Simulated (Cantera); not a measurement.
**Gas-phase reforming**

An isothermal, constant-pressure homogeneous reactor starts with 40.0 % CH4, 60.0 % H2O, at 1723 K and 0.132 atm.

Model: GRI-Mech 3.0 (53 species, 325 reactions), integrated in Cantera.

```
t (s)       x CH4  x H2O   x C2H2    x C2H4      x CO    x H2O2
--------  -------  -----  -------  --------  --------  --------
9.00e-5     0.399  0.600  2.92e-8   5.86e-6   1.43e-9    <1e-12
0.000470    0.395  0.599  2.67e-5  0.000640   2.56e-6  2.31e-12
0.00246     0.330  0.578  0.00950    0.0143  0.000440  9.88e-12
0.0128      0.163  0.495   0.0777   0.00386   0.00341  6.48e-12
0.0671     0.0468  0.416    0.112  0.000552    0.0181  6.19e-12
0.351      0.0207  0.304   0.0802  0.000275    0.0734  3.25e-12
1.83       0.0103  0.173   0.0276  0.000103     0.160    <1e-12
9.57      0.00212  0.108  0.00171   6.59e-6     0.209    <1e-12
50.0      2.36e-6  0.102  3.10e-9  1.18e-11     0.213    <1e-12
```
x: mole fraction; the columns are a selection and need not sum to one.

Equilibrium at this temperature and pressure: CH4 4.80e-9, H2O 0.102, C2H2 <1e-12, C2H4 <1e-12, CO 0.213, H2O2 <1e-12 (gas phase only).
